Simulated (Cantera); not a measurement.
Charge: 1 mol FeS, 330 mol H2, 0.14 mol H2O, at 1677 °C and 48.0 Pa.

Cantera equilibrium calculation (NASA polynomials, part measured and part estimated; ideal gas, pure solids and liquids). Candidate condensed phases: Fe, FeO, Fe(OH)2, Fe(OH)3, FeS, FeSO4, FeS2, Fe2O3, Fe2(SO4)3, Fe3O4, H2O, H2SO4, S; 22 gas species. Kinetics and transport are ignored.

Base state: H2 0.943, H 0.0508, Fe 0.00294, S 0.00146, SH 0.000874, H2O 0.000405, S2 0.000199, H2S 0.000198 (mole fractions); condensed: gas only.

What changes in the equilibrium state with this change: temperature from 1677 °C to 1752 °C?


| species | before | after |
|---|---|---|
| H2 | 0.943 | 0.910 |
| H | 0.0508 | 0.0838 |
| Fe | 0.00294 | 0.00289 |
| S | 0.00146 | 0.00179 |
| S2 | 0.000199 | 0.000110 |
| H2S | 0.000198 | 0.000115 |
| SH | 0.000874 | 0.000756 |
| H2O | 0.000405 | 0.000396 |
